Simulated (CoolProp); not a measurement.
Vapour-liquid equilibrium of methane (1) + ethane (2) at 254 kPa; x and y are mole fractions of (1).

Values from CoolProp's multi-fluid Helmholtz-energy mixture model, Setzmann 1991 and Bücker 2006; pair parameters Kunz 2012.

| x | bubble temperature (°C) | y at the bubble point | dew temperature at overall composition x (°C) | liquid density (mol/L) |
|---|---|---|---|---|
| 0.05 | -91.7 | 0.664 | -70.8 | 18.39 |
| 0.125 | -112.1 | 0.912 | -72.7 | 19.53 |
| 0.2 | -122.8 | 0.964 | -74.7 | (withheld) |
| 0.275 | -129.2 | 0.981 | -76.9 | 20.92 |
| 0.35 | -133.6 | 0.989 | -79.2 | 21.46 |
| 0.425 | -136.8 | 0.993 | -81.7 | 21.96 |
| 0.5 | -139.3 | 0.995 | -84.4 | 22.44 |
| 0.575 | -141.3 | 0.996 | -87.5 | 22.90 |
| 0.65 | -143.0 | 0.997 | -91.0 | 23.34 |
| 0.725 | -144.4 | 0.998 | -95.2 | 23.76 |
| 0.8 | -145.8 | 0.999 | -100.3 | 24.17 |
| 0.875 | -147.0 | 0.999 | (withheld) | (withheld) |
| 0.95 | -148.2 | 1.000 | -119.0 | 24.93 |

Question: Complete the blanks.

Answer: 
- 0.2, liquid density (mol/L): 20.30
- 0.875, dew temperature at overall composition x (°C): -107.3
- 0.875, liquid density (mol/L): 24.56

No azeotrope shows between x = 0.05 and 0.95.

Pair parameters are fitted to limited data, so mixtures are less certain than the pure fluids.
